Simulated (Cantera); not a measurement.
A closed system holds: 1 mol SiCl₄, 1.2 mol CH₄, 200 mol H₂, at 0.0200 bar.

Equilibrium computed with Cantera from the NASA thermochemical tables; the gas is ideal and each condensed phase is pure. Candidate condensed phases: C, C₆H₆, C₇H₈, C₈H₁₈, Si, SiC; 109 gas species. The numbers say what is thermodynamically allowed, not how fast it happens. All values below are at 1702 °C.

Base state: H₂ 0.970, HCl 0.0192, H 0.00953, C₂H₂ (acetylene) 0.000560, Cl 0.000141, Si 8.56e-5, SiCl₂ 4.98e-5 (mole fractions); condensed: SiC(s).

Question: What changes in the equilibrium state with this change: SiCl₄ replaced by SiH₄?

Answer: 
```tsv
species	before	after
H₂	0.970	0.990
H	0.00953	0.00963
C₂H₂ (acetylene)	0.000560	0.000533
HCl	0.0192	0
Cl	0.000141	0
Si	8.56e-5	8.86e-5
SiCl₂	4.98e-5	0
SiC(s), mol	0.966	0.977
```
